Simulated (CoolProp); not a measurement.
Dodecamethylcyclohexasiloxane (D6) at several states: fugacity coefficient from the reference equation and from simpler models built on Tc = 372.6 °C, pc = 0.9614 MPa, ω = 0.736; each cubic takes its own stable root.

Model: reference Helmholtz-energy equation of state, Colonna 2008, in CoolProp. It is a short technical equation, of lower accuracy than the large ones.

| T (°C) | p (MPa) | phase | reference |
|---|---|---|---|
| 260.35 | 1.89 | liquid | 0.08532 |
| 39.95 | 1.04 | liquid | 1.453e-5 |
| 277.15 | 0.0123 | gas | 0.9910 |
| 87.35 | 1.54 | liquid | 0.0002889 |
| 215.25 | 0.0409 | gas | 0.9568 |
| 92.45 | 2.71 | liquid | 0.0002649 |

### Question
How far does each simpler model (Redlich-Kwong, Soave-Redlich-Kwong, Peng-Robinson) lie from the reference over these 6 states: mean and median of the absolute difference, and the worst?

### Answer
- Redlich-Kwong: mean 2743.0 %, median 1204.8 %, worst +11496.7 % at 39.95 °C and 1.04 MPa
- Soave-Redlich-Kwong: mean 4.4 %, median 4.4 %, worst +11.1 % at 39.95 °C and 1.04 MPa
- Peng-Robinson: mean 14.2 %, median 9.7 %, worst +46.4 % at 39.95 °C and 1.04 MPa
